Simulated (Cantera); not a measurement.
Feed: 1 mol CH₃SiCl₃, 0.032 mol C₃H₈, 120 mol H₂, 0.035 mol C₂H₄, equilibrated at 0.120 bar.

These are equilibrium values from Cantera (NASA tables, ideal gas, pure condensed phases), not measurements of a reactor. Candidate condensed phases: C, C₆H₆, C₇H₈, C₈H₁₈, Si, SiC; 109 gas species. The feed counts by its element totals alone. Gases not in the tables: Si₂H₆ and higher silanes. Equilibrium is a limit: real reactors are often held back by kinetics, nucleation or transport.

**Question.** Which condensed phases are stable at each of these points (T (°C)): 1200, 1275, 1350, 1425, 1500, 1575, 1650, 1725, 1800, 1875, 1950, 2025, 2100?

**Answer.** 
```
T (°C)      condensed phases  Si condensed (%)
------  --------------------  ----------------
1200    C(graphite) + SiC(s)              99.8
1275    C(graphite) + SiC(s)              99.8
1350    C(graphite) + SiC(s)              99.7
1425    C(graphite) + SiC(s)              99.6
1500    C(graphite) + SiC(s)              99.5
1575    C(graphite) + SiC(s)              99.3
1650    C(graphite) + SiC(s)              99.1
1725                  SiC(s)              98.6
1800                  SiC(s)              97.1
1875                  SiC(s)              93.5
1950                  SiC(s)              85.1
2025                  SiC(s)              67.0
2100                  SiC(s)              29.6
```

From 1200 °C to 1650 °C the condensed part is C(graphite) + SiC(s). From 1725 °C to 2100 °C the condensed part is SiC(s).
